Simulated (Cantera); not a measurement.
Charge: 1 mol Si3H8, a varied amount of HCl, 14 mol H2, equilibrated at 848.15 K and 1.95 Torr.

Equilibrium computed with Cantera from the NASA thermochemical tables; the gas is ideal and each condensed phase is pure. Candidate condensed phases: Si; 19 gas species. The feed counts by its element totals alone. The tables' values for SiCl3 are old estimates; treat these amounts as uncertain. Rates play no part.

Task: At 0.2 mol HCl, list the 5 most abundant gas species with their mole fractions, and the condensed phases.

Result: H2 0.994, HCl 0.00395, SiCl4 0.00133, SiHCl3 0.000542, SiH2Cl2 1.95e-5. Condensed: Si(s).
